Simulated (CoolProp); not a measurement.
A Linde-Hampson liquefier for normal hydrogen: isothermal reversible compression at 290 K from 1 atm to 15 MPa, throttling to 1 atm, return gas leaving the recuperator 5 K below the feed. Each further row changes one setting.

Values from CoolProp's reference Helmholtz-energy equation of state, Leachman 2009.

```json
[
 {"case": "as stated", "compression work (kJ/kg of gas)": "6090"},
 {"case": "high pressure 30 MPa", "compression work (kJ/kg of gas)": "7030"},
 {"case": "warm-end temperature 320 K", "compression work (kJ/kg of gas)": "6710"},
 {"case": "warm-end gap 10 K", "compression work (kJ/kg of gas)": "6090"}
]
```
